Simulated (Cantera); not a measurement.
**CF₄ + F₂ + H₂ (fluorocarbon and chlorocarbon gases)**

Feed: 1 mol CF₄, 0.22 mol F₂, 17 mol H₂, equilibrated at 8300 Pa.

These are equilibrium values from Cantera (NASA tables, ideal gas, pure condensed phases), not measurements of a reactor. Candidate condensed phases: C, C₆H₆, C₇H₈, C₈H₁₈; 110 gas species. Ions and electrons are included (thermal ionisation). The numbers say what is thermodynamically allowed, not how fast it happens.

From 3000 K to 5000 K nothing is condensed. The main C-bearing gas is C₂H₂ (acetylene) at 3000 K and C at 5000 K.

```json
[
 {"T (K)": "3000", "log p H": "-1.52", "log p H₂": "-1.45", "log p HF": "-1.81", "log p F": "-4.09", "log p C": "-4.42", "log p C₂H₂ (acetylene)": "-2.89"},
 {"T (K)": "3250", "log p H": "-1.33", "log p H₂": "-1.67", "log p HF": "-1.88", "log p F": "-3.56", "log p C": "-3.69", "log p C₂H₂ (acetylene)": "-3.28"},
 {"T (K)": "3500", "log p H": "-1.23", "log p H₂": "-1.99", "log p HF": "-1.96", "log p F": "-3.06", "log p C": "-3.18", "log p C₂H₂ (acetylene)": "-3.96"},
 {"T (K)": "3750", "log p H": "-1.18", "log p H₂": "-2.36", "log p HF": "-2.07", "log p F": "-2.63", "log p C": "-2.86", "log p C₂H₂ (acetylene)": "-4.89"},
 {"T (K)": "4000", "log p H": "-1.16", "log p H₂": "-2.73", "log p HF": "-2.27", "log p F": "-2.32", "log p C": "-2.72", "log p C₂H₂ (acetylene)": "-6.03"},
 {"T (K)": "4250", "log p H": "-1.15", "log p H₂": "-3.07", "log p HF": "-2.56", "log p F": "-2.16", "log p C": "-2.69", "log p C₂H₂ (acetylene)": "-7.22"},
 {"T (K)": "4500", "log p H": "-1.15", "log p H₂": "-3.38", "log p HF": "-2.89", "log p F": "-2.08", "log p C": "-2.68", "log p C₂H₂ (acetylene)": "-8.33"},
 {"T (K)": "4750", "log p H": "-1.15", "log p H₂": "-3.66", "log p HF": "-3.23", "log p F": "-2.05", "log p C": "-2.68", "log p C₂H₂ (acetylene)": "-9.34"},
 {"T (K)": "5000", "log p H": "-1.15", "log p H₂": "-3.91", "log p HF": "-3.55", "log p F": "-2.04", "log p C": "-2.68", "log p C₂H₂ (acetylene)": "-10.25"}
]
```
log p: log10 of the partial pressure in bar; nothing condenses.
